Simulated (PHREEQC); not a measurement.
PHREEQC input (ion-association model, wateq4f.dat):

```
SOLUTION_MASTER_SPECIES
  An  An-  0  An  62.0  # stands for a non-complexing anion
SOLUTION_SPECIES
  An- = An-
    -log_k 0
    -gamma 3.0 0
PHASES
  Fix_H+
    H+ = H+
    -log_k 0
SOLUTION 1
  temp 25
  units mmol/kgw
  pH 7 charge
  Na 10
  An 10
END
SELECTED_OUTPUT 1
  -reset false
  -pH true
  -pe true
  -ionic_strength true
  -water true
  -totals Na
  -molalities Hfo_wOH Hfo_wOH2+ Hfo_wO- Hfo_sOH Hfo_sOH2+ Hfo_sO-
USER_PUNCH 1
  -headings sigma psi
  10 PUNCH EDL("sigma", "Hfo"), EDL("psi", "Hfo")
PRINT
  -reset false
USE solution 1
SURFACE 1
  Hfo_wOH 0.00191011 600 0.85
  Hfo_sOH 4.77528e-05
EQUILIBRIUM_PHASES 1
  Fix_H+ -4 HAn 10
    -force_equality true
  O2(g) -0.68 10
END
# ... the last block is repeated for the other 16 points of pH, with NaOH or the acid as the point needs
```

Selected output (columns that matter, 17 of 17 rows; pH added in front):

```
pH	mu	Na	m_Hfo_wOH	m_Hfo_wOH2+	m_Hfo_wO-	m_Hfo_sOH	m_Hfo_sOH2+	m_Hfo_sO-	sigma	psi
4	0.010687	0.01	0.00075982	0.0011387	1.1615e-05	1.8996e-05	2.8467e-05	2.9038e-07	0.21857	0.18423
4.5	0.010462	0.01	0.0010202	0.00086221	2.7656e-05	2.5506e-05	2.1555e-05	6.9141e-07	0.16185	0.16937
5	0.010313	0.01	0.0012157	0.0006416	5.2774e-05	3.0393e-05	1.604e-05	1.3193e-06	0.11419	0.15189
5.5	0.010207	0.01	0.0013417	0.000483	8.5385e-05	3.3543e-05	1.2075e-05	2.1346e-06	0.07711	0.13214
6	0.010132	0.01	0.0014117	0.00037742	0.00012097	3.5293e-05	9.4356e-06	3.0242e-06	0.049735	0.1102
6.5	0.010081	0.01	0.0014453	0.00031087	0.00015394	3.6133e-05	7.7717e-06	3.8484e-06	0.030434	0.086213
7	0.010046	0.01	0.0014594	0.00026989	0.00018079	3.6486e-05	6.7473e-06	4.5197e-06	0.01728	0.060516
7.5	0.010022	0.01	0.0014647	0.00024397	0.00020145	3.6617e-05	6.0992e-06	5.0362e-06	0.0082463	0.033625
8	0.010004	0.01	0.0014662	0.00022554	0.00021835	3.6655e-05	5.6386e-06	5.4589e-06	0.0013943	0.006091
8.5	0.010017	0.01003	0.0014657	0.00020915	0.0002353	3.6642e-05	5.2286e-06	5.8825e-06	-0.0050721	-0.021557
9	0.010045	0.010079	0.0014624	0.00019052	0.00025716	3.6561e-05	4.7631e-06	6.4289e-06	-0.012923	-0.048796
9.5	0.010099	0.010162	0.0014531	0.00016651	0.0002905	3.6327e-05	4.1628e-06	7.2625e-06	-0.024045	-0.075078
10	0.010218	0.010326	0.0014295	0.00013578	0.0003448	3.5738e-05	3.3944e-06	8.6199e-06	-0.040536	-0.099834
10.5	0.010524	0.010695	0.0013762	9.9982e-05	0.00043394	3.4404e-05	2.4996e-06	1.0848e-05	-0.064765	-0.12253
11	0.011383	0.011647	0.0012675	6.3556e-05	0.00057906	3.1687e-05	1.5889e-06	1.4476e-05	-0.099974	-0.14258
11.5	0.013978	0.01438	0.0010621	3.166e-05	0.00081629	2.6553e-05	7.915e-07	2.0407e-05	-0.15217	-0.15879
12	0.022223	0.022831	0.00070537	9.5368e-06	0.0011952	1.7634e-05	2.3842e-07	2.9879e-05	-0.22994	-0.16806
```
